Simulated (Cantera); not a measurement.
A closed system holds: 1 mol HMDSO, 0.2 mol N2O, 8.8 mol H2, 11 mol CO2, equilibrated at 1973 K and 1.00 bar.

Equilibrium computed with Cantera from the NASA thermochemical tables; the gas is ideal and each condensed phase is pure. Candidate condensed phases: C, C6H6, C7H8, C8H18, H2O, Si, SiC, SiO2, Si2N2O, Si3N4; 151 gas species. The feed counts by its element totals alone. The tables hold silica as quartz up to 1696 K and as liquid above; real silica turns to tridymite and cristobalite and melts near 1996 K. Gases not in the tables: Si(OH)4. Equilibrium is a limit: real reactors are often held back by kinetics, nucleation or transport.

Base state: CO 0.473, H2 0.456, H2O 0.0513, CO2 0.0119, N2 0.00571, H 0.000911, SiO 0.000417 (mole fractions); condensed: SiO2(condensed).

**Question.** What changes in the equilibrium state with this change: temperature from 1973 K to 1173.15 K?

**Answer.** 
```json
[
 {"species": "H2", "before": "0.456", "after": "0.471"},
 {"species": "CO", "before": "0.473", "after": "0.458"},
 {"species": "H2O", "before": "0.0513", "after": "0.0362"},
 {"species": "CO2", "before": "0.0119", "after": "0.0277"},
 {"species": "SiO", "before": "0.000417", "after": "<1e-9"},
 {"species": "CH4", "before": "5.23e-8", "after": "0.000912"},
 {"species": "H", "before": "0.000911", "after": "8.12e-8"},
 {"species": "N2", "before": "0.00571", "after": "0.00572"},
 {"species": "SiO2(condensed), mol", "before": "1.99", "after": "0"},
 {"species": "SiO2(β-quartz), mol", "before": "0", "after": "2.00"}
]
```
